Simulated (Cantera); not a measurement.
A perfectly stirred reactor is fed with H2 : O2 : N2 = 0.06 : 1 : 0.18 (molar parts), at 20.0 Torr; it is held at 1125 K, and followed from long to short residence time.

Model: the H2/O2 subset of GRI-Mech 3.0, which has no nitrogen chemistry, integrated in Cantera. Radical loss at walls, strong at low pressure, is not modelled. The temperature is held fixed by assumption; the heat of reaction is taken as removed at once.

x: mole fraction; the columns are a selection and need not sum to one.

```csv
τ (s),x H2,x O2,x H2O2,x H2O,x O,x H
3.9,7.36e-5,0.801,(withheld),0.0493,0.000401,1.57e-5
1.4,0.000136,0.801,(withheld),0.0492,0.000782,4.35e-5
0.48,0.000255,0.800,(withheld),0.0489,0.00155,0.000124
0.17,0.000465,0.799,(withheld),0.0484,0.00292,0.000337
0.058,0.000861,0.796,(withheld),0.0474,0.00538,0.000907
0.020,0.00160,0.792,(withheld),0.0456,0.00913,0.00222
0.0070,0.00301,0.787,(withheld),0.0424,0.0135,0.00461
0.0024,0.00598,0.783,(withheld),0.0372,0.0163,0.00763
0.00084,0.0123,0.784,(withheld),0.0296,0.0152,0.00912
```

Task: What belongs in the gaps?

Result: 
- 3.9, x H2O2: 9.73e-8
- 1.4, x H2O2: 1.24e-7
- 0.48, x H2O2: 1.53e-7
- 0.17, x H2O2: 1.84e-7
- 0.058, x H2O2: 2.17e-7
- 0.020, x H2O2: 2.54e-7
- 0.0070, x H2O2: 3.02e-7
- 0.0024, x H2O2: 3.77e-7
- 0.00084, x H2O2: 4.73e-7
